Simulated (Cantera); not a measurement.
Mixture: C3H8 : O2 : N2 = 1 : 7.69 : 28.9 (molar parts), at 3.10 bar, adiabatic and at constant volume. Ignition delay is the time to a rise of 400 K.

Detailed kinetics in Cantera: GRI-Mech 3.0 (53 species, 325 reactions). GRI-Mech 3.0 was tuned for natural gas; its chemistry of propane as a main component is partial and can be far from experiment.

Question: What does this change do: pressure from 3.10 bar to 5.30 bar?

Answer: 
```json
[
 {"quantity": "delay at 1048 K", "before": "74.2 ms", "after": "46.1 ms"},
 {"quantity": "delay at 1148 K", "before": "9.09 ms", "after": "6.32 ms"},
 {"quantity": "delay at 1248 K", "before": "1.27 ms", "after": "0.950 ms"},
 {"quantity": "delay at 1348 K", "before": "0.236 ms", "after": "0.180 ms"},
 {"quantity": "apparent activation energy between 1298 and 1398 K", "before": "230 kJ/mol", "after": "230 kJ/mol"}
]
```

Question: What does this change do: C3H8 1 to 2.8 parts?

Answer: 
```json
[
 {"quantity": "delay at 1048 K", "before": "74.2 ms", "after": "84.6 ms"},
 {"quantity": "delay at 1148 K", "before": "9.09 ms", "after": "9.89 ms"},
 {"quantity": "delay at 1248 K", "before": "1.27 ms", "after": "1.34 ms"},
 {"quantity": "delay at 1348 K", "before": "0.236 ms", "after": "0.249 ms"},
 {"quantity": "apparent activation energy between 1298 and 1398 K", "before": "230 kJ/mol", "after": "230 kJ/mol"}
]
```
